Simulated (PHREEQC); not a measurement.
Make-up at 40 °C: 0.0064 mol TMAH and 0.0026 mol K2SO4 per kg of water. Closed to the air; pH follows from the charge balance.

Computed with PHREEQC (ion-association model, wateq4f.dat).

```csv
quantity,before,after
pH,11.29,11.59
ionic strength (mol/kgw),0.0141,0.0205
KSO4- (mol/kgw),7.18e-5,6.63e-5
```

**Question.** Name the change that produced these shifts.
(A) temperature from 40 to 75 °C
(B) 0.0071 mol/kgw NaHCO3 added
(C) TMAH from 0.0064 to 0.0128 mol/kgw
(D) temperature from 40 to 20 °C

**Answer.** C, TMAH from 0.0064 to 0.0128 mol/kgw

This is a speciation only: nothing precipitates in the calculation. (CH3)4N+ isn't in the database: it is added as a free cation with an ion size of 4 Å. Constants without temperature data keep their 25 °C values here.
